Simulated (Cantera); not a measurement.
A perfectly stirred reactor is fed with CH4 : H2 = 0.019 : 1 (molar parts), at 82.5 Torr; it is held at 1250 K, and followed from long to short residence time.

Detailed kinetics in Cantera: GRI-Mech 3.0 (53 species, 325 reactions). GRI-Mech 3.0 stops at C3 and has no aromatics, soot or wall deposition, so with more carbon than oxygen in the feed, carbon stays in small species such as C2H2 where larger ones or solid carbon would form.

Problem. What does this change do: temperature 1250 to 2525 K?

Solution. 
```
quantity                  before     after
----------------------  --------  --------
x(CH4) at τ = 2.70 s      0.0186   1.65e-5
x(H2) at τ = 2.70 s        0.981     0.910
x(C2H6) at τ = 2.70 s    8.81e-8  9.88e-12
x(H) at τ = 2.70 s       1.24e-6    0.0808
x(C2H) at τ = 2.70 s      <1e-12   5.83e-5
x(CH4) at τ = 18.0 ms     0.0186  0.000324
x(H2) at τ = 18.0 ms       0.981     0.937
x(C2H6) at τ = 18.0 ms  2.56e-11   2.70e-9
x(H) at τ = 18.0 ms      6.54e-8    0.0541
x(C2H) at τ = 18.0 ms     <1e-12   3.71e-5
```

Problem. What does this change do: temperature 1250 to 2150 K?

Solution. 
```csv
quantity,before,after
x(CH4) at τ = 2.70 s,0.0186,0.000262
x(H2) at τ = 2.70 s,0.981,0.978
x(C2H6) at τ = 2.70 s,8.81e-8,1.12e-9
x(H) at τ = 2.70 s,1.24e-6,0.0125
x(C2H) at τ = 2.70 s,<1e-12,3.42e-6
x(CH4) at τ = 18.0 ms,0.0186,0.00375
x(H2) at τ = 18.0 ms,0.981,0.979
x(C2H6) at τ = 18.0 ms,2.56e-11,1.77e-7
x(H) at τ = 18.0 ms,6.54e-8,0.00995
x(C2H) at τ = 18.0 ms,<1e-12,2.10e-6
```
